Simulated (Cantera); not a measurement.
# Adiabatic ignition

An adiabatic, constant-volume homogeneous reactor starts with 6.37 % CH4, 0.580 % C2H6, 8.92 % O2, 84.1 % N2, equivalence ratio 1.7, at 1425 K and 285 Torr.

Model: GRI-Mech 3.0 (53 species, 325 reactions), integrated in Cantera.

```
t (s)     T (K)  P (bar)   x CH4   x C2H6     x O2      x H     x HCN    x H2O2
--------  -----  -------  ------  -------  -------  -------  --------  --------
2.00e-6    1425    0.380  0.0637  0.00580   0.0892  3.85e-9    <1e-12  6.86e-12
7.29e-6    1425    0.380  0.0637  0.00579   0.0892  1.26e-8    <1e-12  9.72e-11
2.65e-5    1425    0.380  0.0637  0.00578   0.0892  6.42e-8    <1e-12   1.83e-9
9.67e-5    1424    0.380  0.0637  0.00573   0.0892  3.62e-7    <1e-12   4.10e-8
0.000352   1424    0.380  0.0635  0.00551   0.0890  1.95e-6    <1e-12   2.68e-7
0.00128    1433    0.383  0.0609  0.00461   0.0872  5.66e-6  9.71e-12   1.13e-6
0.00468    2308    0.656  <1e-12   <1e-12  9.40e-5  0.00674   1.07e-9   4.50e-9
0.0170     2341    0.664  <1e-12   <1e-12  2.50e-5  0.00345   8.45e-9   1.63e-9
0.0620     2342    0.664  <1e-12   <1e-12  2.43e-5  0.00341   9.98e-9   1.59e-9
0.226      2342    0.664  <1e-12   <1e-12  2.43e-5  0.00341   1.05e-8   1.59e-9
0.823      2342    0.664  <1e-12   <1e-12  2.43e-5  0.00341   1.06e-8   1.59e-9
3.00       2342    0.664  <1e-12   <1e-12  2.43e-5  0.00341   1.06e-8   1.59e-9
```
x: mole fraction; the columns are a selection and need not sum to one.

The time of steepest temperature rise is 2.88 ms and the temperature at 3.00 s is 2342 K. The equilibrium temperature is 2342 K and the x(CH4) at 3.00 s comes out as <1e-12 (gas-phase equilibrium <1e-12). The x(C2H6) at 3.00 s is <1e-12 (gas-phase equilibrium <1e-12) and the x(O2) at 3.00 s is 2.43e-5 (gas-phase equilibrium 2.43e-5).
